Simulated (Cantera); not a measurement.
A Cantera script and its output.

```python
import numpy as np
import cantera as ct

gas = ct.Solution("gri30.yaml")


def delay(T, t_max=10):
    gas.TPX = T, 100000, {'CO': 1, 'H2': 0.076, 'CH4': 0.27, 'O2': 1.61, 'N2': 6.05}
    reactor = ct.IdealGasConstPressureReactor(gas, clone=False)
    net = ct.ReactorNet([reactor])
    net.rtol, net.atol = 1e-8, 1e-16
    while net.time < t_max:
        t_old, T_old = net.time, reactor.T
        net.step()
        if reactor.T > T + 400:  # ignition: a rise of 400 K
            return t_old + (T + 400 - T_old) / (reactor.T - T_old) * (net.time - t_old)
    return np.nan


taus = []
for T in [1150, 1225, 1300, 1375, 1450]:
    taus.append(delay(T))
    print(f"T0 = {T:6g} K   tau = {taus[-1]:.4e} s")

# d ln(tau) / d ln(k), from doubling and halving each rate constant
T, sens = 1375, []
for i in range(gas.n_reactions):
    gas.set_multiplier(2.0, i)
    up = delay(T)
    gas.set_multiplier(0.5, i)
    down = delay(T)
    gas.set_multiplier(1.0, i)
    sens.append((np.log(up / down) / np.log(4.0), gas.reaction(i).equation))
sens.sort(key=lambda x: -abs(x[0]))
print(f"sensitivities at {T} K")
for s, eq in sens[:10]:
    print(f"{s:8.3f}  {eq}")
```

Output:

```
T0 =   1150 K   tau = 2.9462e-03 s
T0 =   1225 K   tau = 1.5544e-03 s
T0 =   1300 K   tau = 8.5934e-04 s
T0 =   1375 K   tau = 5.0651e-04 s
T0 =   1450 K   tau = 3.1863e-04 s
sensitivities at 1375 K
  -1.039  H + O2 <=> O + OH
   0.693  CH4 + OH <=> CH3 + H2O
  -0.383  CO + OH <=> CO2 + H
   0.350  CH4 + H <=> CH3 + H2
  -0.285  H2 + OH <=> H + H2O
   0.255  2 CH3 (+M) <=> C2H6 (+M)
  -0.188  CH3 + HO2 <=> CH3O + OH
  -0.148  CH3 + O2 <=> CH3O + O
  -0.143  H2 + O <=> H + OH
  -0.101  CH3 + OH <=> CH2(S) + H2O
```

Cantera simulation using GRI-Mech 3.0 (53 species, 325 reactions); the numbers are that mechanism's predictions, not measurements.
